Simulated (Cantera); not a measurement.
A perfectly stirred reactor is fed with H2 : O2 : N2 = 1.5 : 1 : 2 (molar parts), at 90000 Pa; it is held at 1050 K, and followed from long to short residence time.

Model: GRI-Mech 3.0 (53 species, 325 reactions), integrated in Cantera. The temperature is held fixed by assumption; the heat of reaction is taken as removed at once.

One state of this run: x H2 = 0.118; x O2 = 0.121; x HO2 = 0.000211; x H2O2 = 0.000200; x NO2 = 2.63e-10; x H2O = 0.258; x H = 7.54e-5. x: mole fraction; the columns are a selection and need not sum to one.

**Question.** Which value of τ (s) does it belong to?
A) 0.0033
B) 0.41
C) 0.18
D) 0.0073

**Answer.** D, 0.0073
